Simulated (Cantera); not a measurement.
An adiabatic, constant-volume homogeneous reactor starts with C3H8 : O2 : N2 = 1 : 3.85 : 14.5 (molar parts), equivalence ratio 1.3, at 1700 K and 660000 Pa. Integrator tolerance rtol = 1e-08.

Model: GRI-Mech 3.0 (53 species, 325 reactions), integrated in Cantera. GRI-Mech 3.0 was tuned for natural gas; its chemistry of propane as a main component is partial and can be far from experiment. Above 3000 K some thermodynamic fits are extrapolated.

Question: What does this change do: initial temperature 1700 to 1025 K?

Answer: 
```tsv
quantity	before	after
time of steepest temperature rise	4.67 µs	68.1 ms
temperature at 1.00 s	3229 K	2969 K
equilibrium temperature	3229 K	2969 K
x(C3H8) at 1.00 s	<1e-12 (gas-phase equilibrium <1e-12)	<1e-12 (gas-phase equilibrium <1e-12)
x(O2) at 1.00 s	0.00634 (gas-phase equilibrium 0.00634)	0.00168 (gas-phase equilibrium 0.00168)
x(NO) at 1.00 s	0.00977 (gas-phase equilibrium 0.00977)	0.00379 (gas-phase equilibrium 0.00379)
x(CO2) at 1.00 s	0.0397 (gas-phase equilibrium 0.0397)	0.0538 (gas-phase equilibrium 0.0538)
x(CH4) at 1.00 s	2.71e-12 (gas-phase equilibrium 3.30e-12)	5.04e-12 (gas-phase equilibrium 5.90e-12)
x(H2O2) at 1.00 s	8.96e-7 (gas-phase equilibrium 8.96e-7)	4.58e-7 (gas-phase equilibrium 4.58e-7)
```

Question: What does this change do: N2 14.5 to 19 parts?

Answer: 
| quantity | before | after |
|---|---|---|
| time of steepest temperature rise | 4.67 µs | 5.54 µs |
| temperature at 1.00 s | 3229 K | 3104 K |
| equilibrium temperature | 3229 K | 3104 K |
| x(C3H8) at 1.00 s | <1e-12 (gas-phase equilibrium <1e-12) | <1e-12 (gas-phase equilibrium <1e-12) |
| x(O2) at 1.00 s | 0.00634 (gas-phase equilibrium 0.00634) | 0.00399 (gas-phase equilibrium 0.00399) |
| x(NO) at 1.00 s | 0.00977 (gas-phase equilibrium 0.00977) | 0.00708 (gas-phase equilibrium 0.00708) |
| x(CO2) at 1.00 s | 0.0397 (gas-phase equilibrium 0.0397) | 0.0367 (gas-phase equilibrium 0.0367) |
| x(CH4) at 1.00 s | 2.71e-12 (gas-phase equilibrium 3.30e-12) | 1.42e-12 (gas-phase equilibrium 1.71e-12) |
| x(H2O2) at 1.00 s | 8.96e-7 (gas-phase equilibrium 8.96e-7) | 5.08e-7 (gas-phase equilibrium 5.08e-7) |
